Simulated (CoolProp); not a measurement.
Ethanol along the isobar 4.02 MPa: density (kg/m³) from the reference equation and from simpler models built on Tc = 514.7 K, pc = 6.268 MPa, ω = 0.644; each cubic takes its own stable root.

Model: reference Helmholtz-energy equation of state, Schroeder 2014, in CoolProp.

```json
[
 {"T (K)": "262.6", "phase": "liquid", "reference": "818.2"},
 {"T (K)": "299", "phase": "liquid", "reference": "787.9"},
 {"T (K)": "335.3", "phase": "liquid", "reference": "756.4"},
 {"T (K)": "371.6", "phase": "liquid", "reference": "721.3"},
 {"T (K)": "408", "phase": "liquid", "reference": "678.6"},
 {"T (K)": "444.3", "phase": "liquid", "reference": "622.8"},
 {"T (K)": "480.6", "phase": "liquid", "reference": "541.6"},
 {"T (K)": "517", "phase": "gas", "reference": "56.33"},
 {"T (K)": "553.3", "phase": "gas", "reference": "47.55"}
]
```

Q: How far does each simpler model (van der Waals, Redlich-Kwong, Peng-Robinson) lie from the reference over these 9 states: mean and median of the absolute difference, and the worst?

A: 
- van der Waals: mean 41.3 %, median 46.2 %, worst -87.7 % at 480.6 K and 4.02 MPa
- Redlich-Kwong: mean 26.1 %, median 21.8 %, worst -86.5 % at 480.6 K and 4.02 MPa
- Peng-Robinson: mean 6.7 %, median 5.4 %, worst -14.3 % at 480.6 K and 4.02 MPa

At some of these states van der Waals, Redlich-Kwong gives the other phase, because its saturation line lies elsewhere.
